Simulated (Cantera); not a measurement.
## Fluorocarbon and chlorocarbon gases: CH₂F₂ + H₂

A closed system holds: 1 mol CH₂F₂, 1 mol H₂, held at 0.100 bar.

These are equilibrium values from Cantera (NASA tables, ideal gas, pure condensed phases), not measurements of a reactor. Candidate condensed phases: C, C₆H₆, C₇H₈, C₈H₁₈; 95 gas species. Rates play no part.

```
T (°C)   x HF       x H    x H₂      x C₃       x F  x C₂H₂ (acetylene)     x C₂H       x C  n C(graphite)
------  -----  --------  ------  --------  --------  ------------------  --------  --------  -------------
850     0.667   7.77e-8   0.333    <1e-12    <1e-12             7.32e-9    <1e-12    <1e-12          0.999
1050    0.667   2.89e-6   0.333    <1e-12  3.74e-11             2.75e-7    <1e-12    <1e-12          1.000
1250    0.667   4.22e-5   0.333    <1e-12   2.73e-9             3.94e-6  1.08e-12    <1e-12          1.000
1450    0.667  0.000333   0.333    <1e-12   7.42e-8             3.01e-5  1.88e-10    <1e-12          1.000
1650    0.666   0.00172   0.332  3.85e-11   1.02e-6            0.000150   1.10e-8  5.42e-11          0.999
1850    0.664   0.00650   0.328   4.79e-9   8.66e-6            0.000544   2.99e-7   3.69e-9          0.997
2050    0.660    0.0194   0.319   2.55e-7   5.12e-5             0.00154   4.50e-6   1.21e-7          0.991
2250    0.650    0.0480   0.298   7.09e-6  0.000232             0.00355   4.30e-5   2.28e-6          0.978
2450    0.632    0.0999   0.260  0.000119  0.000864             0.00666  0.000283   2.77e-5          0.954
2650    0.602     0.177   0.204   0.00134   0.00280              0.0101   0.00134  0.000239          0.905
2850    0.554     0.267   0.138    0.0110   0.00821              0.0121   0.00476   0.00156          0.732
3050    0.468     0.337  0.0758    0.0555    0.0218             0.00949    0.0110   0.00753              0
```
x: gas mole fraction; n: condensed amount in mol.

From 850 °C to 2850 °C the condensed part is C(graphite). At 3050 °C nothing is condensed. The main C-bearing gas is CH₄ at 850 °C and C₃ at 3050 °C.
